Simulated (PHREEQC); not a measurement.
Ultrapure water in contact with air or piping (model solution)

Model water analysis in mg/L, 25 °C, pH 5.95, pe 11.4:

```csv
constituent,mg/L
Na,0.103
K,0.0446
Ca,0.104
Mg,0.0086
Cl,0.046
S(6) as SO4,0.0454
Alkalinity as HCO3,0.565
Ba,0.0145
Li,2.57e-05
Zn,0.000301
```

Valence states are taken as typed.

Equilibrium calculation in PHREEQC: ion-association model, wateq4f.dat.

| Item | Result |
|---|---|
| ionic strength | 1.63e-5 mol/kgw |
| charge-balance error | 0.9 % |

```json
[
 {"species": "CO2", "molality": "2.60e-5", "activity": "2.60e-5", "log γ": "0.000"},
 {"species": "HCO3-", "molality": "1.04e-5", "activity": "1.03e-5", "log γ": "-0.002"},
 {"species": "Na+", "molality": "4.48e-6", "activity": "4.46e-6", "log γ": "-0.002"},
 {"species": "Ca+2", "molality": "2.59e-6", "activity": "2.55e-6", "log γ": "-0.008"},
 {"species": "Cl-", "molality": "1.30e-6", "activity": "1.29e-6", "log γ": "-0.002"},
 {"species": "K+", "molality": "1.14e-6", "activity": "1.13e-6", "log γ": "-0.002"},
 {"species": "H+", "molality": "1.13e-6", "activity": "1.12e-6", "log γ": "-0.002"},
 {"species": "SO4-2", "molality": "4.72e-7", "activity": "4.63e-7", "log γ": "-0.008"},
 {"species": "Mg+2", "molality": "3.54e-7", "activity": "3.47e-7", "log γ": "-0.008"},
 {"species": "Ba+2", "molality": "1.05e-7", "activity": "1.04e-7", "log γ": "-0.008"},
 {"species": "OH-", "molality": "8.96e-9", "activity": "8.92e-9", "log γ": "-0.002"},
 {"species": "Zn+2", "molality": "4.59e-9", "activity": "4.51e-9", "log γ": "-0.008"}
]
```

This is a speciation only: nothing precipitates in the calculation.
